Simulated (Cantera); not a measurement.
**Premixed flame**

A freely propagating, adiabatic, planar premixed flame of H₂ : O₂ : N₂ = 1 : 0.294 : 1.11 (molar parts), equivalence ratio 1.7, unburnt at 425 K and 750 Torr; unity-Lewis-number transport, grid criteria slope 0.08 and curve 0.16, no radiation.

Model: the H2/O2 subset of GRI-Mech 3.0, which has no nitrogen chemistry, integrated in Cantera. Unity Lewis numbers drop preferential diffusion, which matters most where H2 and H carry the flame. Burning velocities carry a grid error of a few per cent, more on coarse grids.

| z (mm) | T (K) | u (m/s) | x H₂ | x O₂ | x H | x O | x HO₂ | x OH |
|---|---|---|---|---|---|---|---|---|
| -1.03 | 425 | 3.15 | 0.416 | 0.122 | <1e-8 | <1e-8 | <1e-8 | <1e-8 |
| -0.686 | 425 | 3.15 | 0.416 | 0.122 | <1e-8 | <1e-8 | 5.57e-8 | <1e-8 |
| -0.514 | 425 | 3.15 | 0.416 | 0.122 | <1e-8 | <1e-8 | 5.32e-7 | <1e-8 |
| -0.343 | 427 | 3.16 | 0.416 | 0.122 | <1e-8 | 1.10e-7 | 5.01e-6 | <1e-8 |
| -0.171 | 494 | 3.64 | 0.409 | 0.118 | 2.78e-5 | 1.27e-5 | 0.000200 | 2.23e-5 |
| -0.0857 | 803 | 5.81 | 0.371 | 0.0985 | 0.00502 | 0.000303 | 0.000187 | 0.000482 |
| 0 | 1234 | 8.70 | 0.266 | 0.0520 | 0.0435 | 0.00253 | 5.88e-5 | 0.00194 |
| 0.0857 | 1502 | 10.4 | 0.179 | 0.0149 | 0.0811 | 0.00362 | 1.45e-5 | 0.00460 |
| 0.171 | 1634 | 11.2 | 0.158 | 0.00454 | 0.0835 | 0.00304 | 4.09e-6 | 0.00601 |
| 0.343 | 1768 | 12.0 | 0.161 | 0.00172 | 0.0694 | 0.00228 | 1.47e-6 | 0.00669 |
| 0.686 | 1901 | 12.8 | 0.170 | 0.000995 | 0.0514 | 0.00147 | 8.33e-7 | 0.00646 |
| 1.37 | 2018 | 13.4 | 0.178 | 0.000526 | 0.0357 | 0.000805 | 4.58e-7 | 0.00549 |
| 2.74 | 2110 | 13.9 | 0.184 | 0.000238 | 0.0233 | 0.000373 | 2.28e-7 | 0.00412 |
x: mole fraction of selected species; z is measured from the peak of heat release.

The laminar burning velocity comes out as 315 cm/s and the thermal thickness is 0.343 mm. The peak x(H) is 0.0851, the peak x(O) comes out as 0.00367 and the peak x(HO₂) is 0.000294. The peak x(OH) is 0.00672.
